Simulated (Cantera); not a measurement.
## CuO + C + CO (carbothermic reduction)

Feed: 1 mol CuO, 0.55 mol C, 0.37 mol CO, equilibrated at 1827 °C.

These are equilibrium values from Cantera (NASA tables, ideal gas, pure condensed phases), not measurements of a reactor. Candidate condensed phases: C, Cu, CuO, Cu2O; 15 gas species. Kinetics and transport are ignored.

From 0.0750 Torr to 5.63 Torr nothing is condensed. From 24.0 Torr to 7500 Torr the condensed part is Cu(l). The main Cu-bearing gas is Cu throughout.

```csv
P (Pa),x Cu,x CO,x CO2,x O2,x O,n Cu(l)
10,0.498,0.301,0.157,0.0231,0.0211,0
42,0.511,0.270,0.200,0.0112,0.00719,0
180,0.517,0.253,0.224,0.00372,0.00200,0
750,0.518,0.247,0.232,0.00100,0.000508,0
3200,0.326,0.344,0.328,0.000244,0.000121,0.549
13000,0.0801,0.470,0.449,6.04e-5,3.00e-5,0.919
56000,0.0186,0.501,0.480,1.40e-5,6.96e-6,0.982
240000,0.00434,0.509,0.487,3.28e-6,1.62e-6,0.996
1000000,0.00104,0.510,0.489,7.86e-7,3.90e-7,0.999
```
x: gas mole fraction; n: condensed amount in mol.
